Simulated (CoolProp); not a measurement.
R1336mzz(Z) along the isobar 0.321 MPa: fugacity coefficient from the reference equation and from simpler models built on Tc = 444.5 K, pc = 2.904 MPa, ω = 0.386; each cubic takes its own stable root.

Model: reference Helmholtz-energy equation of state, McLinden 2020, in CoolProp.

```tsv
T (K)	phase	reference	van der Waals	Soave-Redlich-Kwong	Peng-Robinson
210.1	liquid	0.001146	0.1698	0.001145	0.001297
228.2	liquid	0.005162	0.2932	0.005111	0.005563
246.3	liquid	0.01778	0.4657	0.01759	0.01858
264.4	liquid	0.04968	0.6919	0.04937	0.05098
282.5	liquid	0.1177	0.9062	0.1178	0.1196
300.6	liquid	0.2441	0.9185	0.2461	0.2468
318.6	liquid	0.4527	0.9286	0.4599	0.4570
336.7	liquid	0.7704	0.9370	0.7873	0.7774
354.8	gas	0.9104	0.9442	0.9206	0.9159
372.9	gas	0.9256	0.9503	0.9322	0.9276
391	gas	0.9376	0.9555	0.9419	0.9374
409.1	gas	0.9471	0.9601	0.9500	0.9457
427.2	gas	0.9548	0.9640	0.9569	0.9527
445.3	gas	0.9612	0.9674	0.9628	0.9588
```

At some of these states van der Waals gives the other phase, because its saturation line lies elsewhere.
